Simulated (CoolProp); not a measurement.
Properties of C2F6 (R116) along the isobar 7.92 MPa (Tc = 19.9 °C, pc = 3.048 MPa, ω = 0.257).

The numbers come from the reference Helmholtz-energy equation of state, Lemmon 2006 in CoolProp. It is a short technical equation, of lower accuracy than the large ones.

```tsv
T (°C)	phase	density (kg/m³)	expansivity (1/kK)	viscosity (µPa s)	conductivity (mW/(m K))	fugacity coefficient
-23.75	liquid	1401	3.529	214	61.2	0.1366
-10.25	liquid	1332	4.049	177	56.9	0.1893
3.25	liquid	1255	4.767	146	52.5	0.2500
16.75	liquid	1169	5.789	119	48.2	0.3169
30.25	supercritical	1071	7.266	95.4	44.0	0.3872
43.75	supercritical	958.4	9.300	75.3	40.0	0.4579
57.25	supercritical	832.8	11.43	58.9	36.4	0.5256
70.75	supercritical	708.5	12.16	47.1	33.6	0.5873
84.35	supercritical	604.6	10.94	39.7	31.5	0.6420
97.85	supercritical	527.9	9.146	35.5	30.2	0.6891
111.35	supercritical	471.6	7.621	33.2	29.6	0.7300
124.85	supercritical	429.0	6.466	31.8	29.3	0.7657
138.35	supercritical	395.6	5.599	31.0	29.4	0.7970
151.85	supercritical	368.5	4.935	30.6	29.7	0.8246
```

Viscosity comes from a separate model (Huber 2003), an estimate that may be off by 10 % or more. Thermal conductivity comes from a separate model (Huber 2003), an estimate that may be off by 10 % or more.
